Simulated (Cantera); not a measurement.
A closed system holds: 1 mol (CH₃)₂SiCl₂, 0.0056 mol C₂H₂, 1100 mol H₂, at 1100 K.

These are equilibrium values from Cantera (NASA tables, ideal gas, pure condensed phases), not measurements of a reactor. Candidate condensed phases: C, C₆H₆, C₇H₈, C₈H₁₈, Si, SiC; 109 gas species. The feed counts by its element totals alone. Equilibrium is a limit: real reactors are often held back by kinetics, nucleation or transport.

Problem. Which condensed phases are stable at each of these points (P (Pa)): 100, 320, 1000, 3200, 10000, 32000, 100000?

Solution. 
```
P (Pa)      condensed phases  Si condensed (%)
------  --------------------  ----------------
100     C(graphite) + SiC(s)             100.0
320     C(graphite) + SiC(s)             100.0
1000    C(graphite) + SiC(s)             100.0
3200                  SiC(s)             100.0
10000                 SiC(s)             100.0
32000                 SiC(s)             100.0
100000                SiC(s)              99.8
```

From 1.00 mbar to 10.0 mbar the condensed part is C(graphite) + SiC(s). From 32.0 mbar to 1.00 bar the condensed part is SiC(s).
